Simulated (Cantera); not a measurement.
Input (Python, Cantera):

```python
import numpy as np
import cantera as ct

gas = ct.Solution("h2o2.yaml")
gas.TPX = 1298, 21000, {'H2': 0.36, 'O2': 1, 'N2': 1.3}
reactor = ct.IdealGasConstPressureReactor(gas, energy="off", clone=False)
net = ct.ReactorNet([reactor])
net.rtol, net.atol = 1e-08, 1e-18
show = ['H2', 'O2', 'O', 'H2O', 'HO2', 'H2O2', 'H']
times = np.geomspace(2e-06, 200, 13)

steps = ct.SolutionArray(gas, extra=["t"])
rows = []
print(f"{'t/s':>10s}{'T/K':>9s}{'P/Pa':>11s}" + "".join(f"{s:>11s}" for s in show))
for t in times:
    while net.time < t:
        t_next = net.step()
        steps.append(gas.state, t=t_next)
    rows.append([np.interp(t, steps.t, y) for y in (steps.T, steps.P, *steps(*show).X.T)])
    print(f"{t:10.3e}{rows[-1][0]:9.1f}{rows[-1][1]:11.4g}" + "".join(f"{x:11.3e}" for x in rows[-1][2:]))
rate = np.gradient(steps.T, steps.t)
print("integrator steps:", len(steps.t))
if steps.T.max() > steps.T[0] + 200:
    print(f"time of steepest temperature rise: {steps.t[rate.argmax()]:.4e} s")
gas.TPX = 1298, 21000, {'H2': 0.36, 'O2': 1, 'N2': 1.3}
gas.equilibrate("TP")
print(f"equilibrium (TP): T = {gas.T:.1f} K  " + "  ".join(f"{s} {gas[s].X[0]:.3e}" for s in show))
```

Output:

```
       t/s      T/K       P/Pa         H2         O2          O        H2O        HO2       H2O2          H
 2.000e-06   1298.0    2.1e+04  1.353e-01  3.759e-01  1.384e-09  6.482e-10  8.194e-09  3.125e-12  7.388e-09
 9.283e-06   1298.0    2.1e+04  1.353e-01  3.759e-01  2.513e-08  4.296e-08  3.883e-08  6.742e-11  5.474e-08
 4.309e-05   1298.0    2.1e+04  1.353e-01  3.759e-01  1.251e-05  3.668e-05  8.537e-07  2.818e-09  2.363e-05
 2.000e-04   1298.0    2.1e+04  5.932e-03  3.143e-01  2.413e-02  1.214e-01  4.183e-05  2.376e-06  1.950e-02
 9.283e-04   1298.0    2.1e+04  4.072e-04  3.292e-01  1.470e-03  1.435e-01  1.844e-05  1.139e-06  2.734e-04
 4.309e-03   1298.0    2.1e+04  1.752e-05  3.305e-01  6.801e-05  1.449e-01  1.853e-06  2.101e-07  2.718e-06
 2.000e-02   1298.0    2.1e+04  1.581e-06  3.306e-01  6.947e-06  1.451e-01  2.284e-07  4.058e-08  8.825e-08
 9.283e-02   1298.0    2.1e+04  2.391e-07  3.306e-01  1.118e-06  1.451e-01  5.347e-08  8.683e-09  5.691e-09
 4.309e-01   1298.0    2.1e+04  6.046e-08  3.306e-01  2.841e-07  1.451e-01  4.042e-08  2.604e-09  7.513e-10
 2.000e+00   1298.0    2.1e+04  4.645e-08  3.306e-01  2.155e-07  1.452e-01  4.212e-08  2.066e-09  5.074e-10
 9.283e+00   1298.0    2.1e+04  4.645e-08  3.306e-01  2.155e-07  1.452e-01  4.212e-08  2.066e-09  5.073e-10
 4.309e+01   1298.0    2.1e+04  4.645e-08  3.306e-01  2.155e-07  1.452e-01  4.212e-08  2.066e-09  5.073e-10
 2.000e+02   1298.0    2.1e+04  4.645e-08  3.306e-01  2.155e-07  1.452e-01  4.212e-08  2.066e-09  5.073e-10
integrator steps: 1787
equilibrium (TP): T = 1298.0 K  H2 4.645e-08  O2 3.306e-01  O 2.155e-07  H2O 1.452e-01  HO2 4.212e-08  H2O2 2.066e-09  H 5.073e-10
```

Cantera simulation using the H2/O2 subset of GRI-Mech 3.0, which has no nitrogen chemistry; the numbers are that mechanism's predictions, not measurements. The temperature is held fixed by assumption; the heat of reaction is taken as removed at once.
